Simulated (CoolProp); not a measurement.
The fluid at 267.87 K and 0.0633 MPa expands adiabatically to 0.012 MPa with isentropic efficiency 0.85. The same conditions are run with several fluids, on thermodynamics alone (safety and materials aside).

The numbers come from the reference Helmholtz-energy equation of state of each fluid (n-butane: Bücker 2006; isobutene: Lemmon 2005; R507A: Lemmon 2003; oxygen: Schmidt 1985; hydrogen chloride: Thol 2018) in CoolProp. Blends and air are pseudo-pure fits.

Problem. Rank n-butane, isobutene, R507A, oxygen, hydrogen chloride by work (kJ/kg), highest first.

Solution. oxygen (78.3), hydrogen chloride (68.4), isobutene (50.5), n-butane (49.2), R507A (28.8)

```json
[
 {"fluid": "n-butane", "final temperature (K)": "233.3", "final density (kg/m³)": "0.362"},
 {"fluid": "isobutene", "final temperature (K)": "229.6", "final density (kg/m³)": "0.356"},
 {"fluid": "R507A", "final temperature (K)": "229.0", "final density (kg/m³)": "0.626"},
 {"fluid": "oxygen", "final temperature (K)": "181.8", "final density (kg/m³)": "0.254"},
 {"fluid": "hydrogen chloride", "final temperature (K)": "181.6", "final density (kg/m³)": "0.291"}
]
```
